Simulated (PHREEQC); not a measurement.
Acid rinse or clean (model solution)

Dissolve 0.0025 mol HCl, 0.016 mol FeCl3 and 0.00017 mol KCl per kg of water at 25 °C. Closed to the air; pH follows from the charge balance.

Equilibrium calculation in PHREEQC: ion-association model, phreeqc.dat.

This is a speciation only: nothing precipitates in the calculation.

Question: Estimate the pH, ionic strength.

Answer: pH 2.14; ionic strength 0.0814 mol/kgw.

Question: In which forms is Fe present?

Answer: Fe+3 40 %, FeCl+2 21 %, FeOH+2 17 %, Fe2(OH)2+4 17 %, Fe3(OH)4+5 2.2 %, FeCl2+ 1.8 % of the Fe.

The solution is supersaturated, for example in Hematite (slow to form), Goethite (slow to form), so a real one may precipitate; this is no full list. Complexes and solids missing from the database can't appear.
